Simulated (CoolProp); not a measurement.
Vapour-liquid equilibrium of R143a (1) + R1234yf (2) at -33.65 °C; x and y are mole fractions of (1).

The numbers come from the multi-fluid Helmholtz-energy mixture model, Lemmon and Jacobsen 2000 and Lemmon 2022; pair parameters Bell 2016 in CoolProp.

```tsv
x	bubble pressure (kPa)	y at the bubble point	dew pressure at overall composition x (kPa)	liquid density (mol/L)
0.05	89.90	0.110	86.57	11.27
0.15	101.3	0.287	(withheld)	(withheld)
0.25	112.1	0.425	98.70	11.66
0.35	122.5	(withheld)	106.0	11.87
0.45	(withheld)	0.634	114.2	12.08
0.55	142.3	0.717	123.6	12.31
0.65	152.0	0.790	134.4	12.54
0.75	161.5	0.856	146.6	12.78
0.85	170.9	0.917	160.6	13.03
0.95	180.4	0.973	(withheld)	13.29
```

Question: Complete the blanks.

Answer: 
- 0.15, dew pressure at overall composition x (kPa): 92.27
- 0.15, liquid density (mol/L): 11.46
- 0.35, y at the bubble point: 0.538
- 0.45, bubble pressure (kPa): 132.5
- 0.95, dew pressure at overall composition x (kPa): 176.4

No azeotrope shows between x = 0.05 and 0.95.

Pair parameters are fitted to limited data, so mixtures are less certain than the pure fluids.
